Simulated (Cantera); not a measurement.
## Chlorosilane synthesis and conversion: SiCl4 + Cl2 + H2

A closed system holds: 1 mol SiCl4, 1.4 mol Cl2, a varied amount of H2, equilibrated at 1275 K and 5.90 bar.

Method: chemical equilibrium by Gibbs-energy minimisation in Cantera with the NASA 1993 tables (ideal gas, pure condensed phases). Candidate condensed phases: Si; 19 gas species. The tables' values for SiCl3 are old estimates; treat these amounts as uncertain. Rates play no part.

From 1 mol H2 to 11 mol H2 nothing is condensed. The main Si-bearing gas is SiCl4 throughout.

| n(H2) (mol) | x H2 | x HCl | x SiCl4 | x Cl2 |
|---|---|---|---|---|
| 1 | 1.19e-8 | 0.588 | 0.294 | 0.117 |
| 2.1 | 0.153 | 0.625 | 0.219 | 1.02e-8 |
| 3.1 | 0.304 | 0.514 | 0.177 | 3.48e-9 |
| 4.2 | 0.418 | 0.431 | 0.145 | 1.78e-9 |
| 5.2 | 0.492 | 0.376 | 0.124 | 1.15e-9 |
| 6.2 | 0.550 | 0.334 | 0.108 | 8.13e-10 |
| 7.3 | 0.599 | 0.298 | 0.0941 | 5.93e-10 |
| 8.3 | 0.636 | 0.271 | 0.0841 | 4.63e-10 |
| 9.4 | 0.668 | 0.247 | 0.0751 | 3.66e-10 |
| 10 | 0.684 | 0.236 | 0.0709 | 3.26e-10 |
| 11 | 0.706 | 0.219 | 0.0647 | 2.72e-10 |
x: gas mole fraction; nothing condenses.
